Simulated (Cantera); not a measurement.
A freely propagating, adiabatic, planar premixed flame of H2 : O2 : N2 = 1 : 0.25 : 0.94 (molar parts), equivalence ratio 2.0, unburnt at 625 K and 225 Torr; mixture-averaged transport, grid criteria slope 0.08 and curve 0.16, no radiation.

Computed with Cantera and the H2/O2 subset of GRI-Mech 3.0, which has no nitrogen chemistry. Burning velocities carry a grid error of a few per cent, more on coarse grids.

Q: Predict: laminar burning velocity; thermal thickness; peak x(HO2); peak x(H); peak x(O).

A: 
```
Property                     Value
------------------------  --------
laminar burning velocity  836 cm/s
thermal thickness          2.18 mm
peak x(HO2)                8.06e-5
peak x(H)                    0.122
peak x(O)                  0.00523
```
